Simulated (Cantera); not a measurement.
Charge: 1 mol SiF₄, 11 mol H₂O, at 13300 Pa.

Equilibrium computed with Cantera from the NASA thermochemical tables; the gas is ideal and each condensed phase is pure. Candidate condensed phases: H₂O, Si, SiO₂; 38 gas species. The tables hold silica as quartz up to 1696 K and as liquid above; real silica turns to tridymite and cristobalite and melts near 1996 K. Gases not in the tables: Si(OH)₄. Rates play no part.

### Question
At 1375 °C, list the 6 most abundant gas species with their mole fractions, and the condensed phases.

### Answer
H₂O 0.691, HF 0.307, H₂ 0.00102, O₂ 0.000453, OH 0.000237, SiF₄ 6.56e-5. Condensed: SiO₂(β-quartz).
